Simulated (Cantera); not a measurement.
An isothermal, constant-pressure homogeneous reactor starts with N₂O : O₂ = 1 : 0.017 (molar parts), at 1250 K and 100000 Pa.

Detailed kinetics in Cantera: GRI-Mech 3.0 (53 species, 325 reactions). GRI-Mech 3.0 was tuned for natural gas; its chemistry of N2O as a main component is partial and can be far from experiment. The mechanism lacks the step 2 NO + O2 → 2 NO2, which can matter for NO2 below about 1400 K. The temperature is held fixed by assumption; the heat of reaction is taken as removed at once.

Predict: x(N₂O) at 300 s; x(O₂) at 300 s; x(NO) at 300 s; x(O) at 300 s; x(NO₂) at 300 s; x(N₂) at 300 s.


- x(N₂O) at 300 s = 9.45e-7 (gas-phase equilibrium 2.06e-8)
- x(O₂) at 300 s = 0.310 (gas-phase equilibrium 0.341)
- x(NO) at 300 s = 0.0594 (gas-phase equilibrium 0.000330)
- x(O) at 300 s = 3.88e-8 (gas-phase equilibrium 4.07e-8)
- x(NO₂) at 300 s = 0.000966 (gas-phase equilibrium 5.63e-6)
- x(N₂) at 300 s = 0.629 (gas-phase equilibrium 0.659)
